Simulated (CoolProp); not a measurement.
Toluene along the isotherm 346.85 °C: fugacity coefficient from the reference equation and from simpler models built on Tc = 318.6 °C, pc = 4.126 MPa, ω = 0.266; each cubic takes its own stable root.

Computed with CoolProp (reference Helmholtz-energy equation of state, Lemmon 2006). It is a short technical equation, of lower accuracy than the large ones.

```
p (MPa)          phase  reference  Soave-Redlich-Kwong  Peng-Robinson
-------  -------------  ---------  -------------------  -------------
1.38               gas     0.8972               0.9048         0.8940
2.75               gas     0.7994               0.8135            ___
4.13     supercritical     0.7037               0.7230         0.6991
5.5      supercritical     0.6081               0.6312         0.6054
6.88     supercritical        ___                  ___         0.5235
8.25     supercritical     0.4590               0.4905         0.4648
9.63     supercritical     0.4144               0.4475         0.4216
11       supercritical     0.3812               0.4154         0.3893
12.4     supercritical        ___               0.3902         0.3637
13.8     supercritical     0.3348                  ___         0.3435
15.1     supercritical     0.3195               0.3558         0.3283
16.5     supercritical     0.3062               0.3430         0.3149
17.9     supercritical     0.2953               0.3327         0.3039
19.3     supercritical     0.2863               0.3243         0.2948
20.6     supercritical        ___               0.3180         0.2878
```

Task: Complete the blanks.

Result: 
- 2.75, Peng-Robinson: 0.7948
- 6.88, reference: 0.5205
- 6.88, Soave-Redlich-Kwong: 0.5492
- 12.4, reference: 0.3552
- 13.8, Soave-Redlich-Kwong: 0.3705
- 20.6, reference: 0.2794
